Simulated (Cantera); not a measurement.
An adiabatic, constant-pressure homogeneous reactor starts with CH3OH : O2 : N2 = 1 : 3.06 : 11.5 (molar parts), equivalence ratio 0.49, at 1750 K and 9.87 atm. Integrator tolerance rtol = 1e-08.

Detailed kinetics in Cantera: GRI-Mech 3.0 (53 species, 325 reactions). GRI-Mech 3.0 was tuned for natural gas; its chemistry of methanol as a main component is partial and can be far from experiment.

| quantity | before | after |
|---|---|---|
| time of steepest temperature rise | 6.15 µs | 5.21 µs |
| temperature at 4.00 s | 2652 K | 2825 K |
| equilibrium temperature | 2652 K | 2825 K |
| x(CH3OH) at 4.00 s | <1e-12 (gas-phase equilibrium <1e-12) | <1e-12 (gas-phase equilibrium <1e-12) |
| x(O2) at 4.00 s | 0.0865 (gas-phase equilibrium 0.0865) | 0.0840 (gas-phase equilibrium 0.0840) |
| x(C2H) at 4.00 s | <1e-12 (gas-phase equilibrium <1e-12) | <1e-12 (gas-phase equilibrium <1e-12) |
| x(OH) at 4.00 s | 0.0110 (gas-phase equilibrium 0.0110) | 0.0148 (gas-phase equilibrium 0.0148) |
| x(CH2CO) at 4.00 s | <1e-12 (gas-phase equilibrium <1e-12) | <1e-12 (gas-phase equilibrium <1e-12) |
| x(CH4) at 4.00 s | <1e-12 (gas-phase equilibrium <1e-12) | <1e-12 (gas-phase equilibrium <1e-12) |
| x(O) at 4.00 s | 0.00275 (gas-phase equilibrium 0.00275) | 0.00424 (gas-phase equilibrium 0.00424) |

**Question.** What was changed between the two runs?
A) initial temperature 1750 to 1225 K
B) constant volume in place of constant pressure
C) initial temperature 1750 to 1425 K
D) N2 11.5 to 20 parts

**Answer.** B, constant volume in place of constant pressure
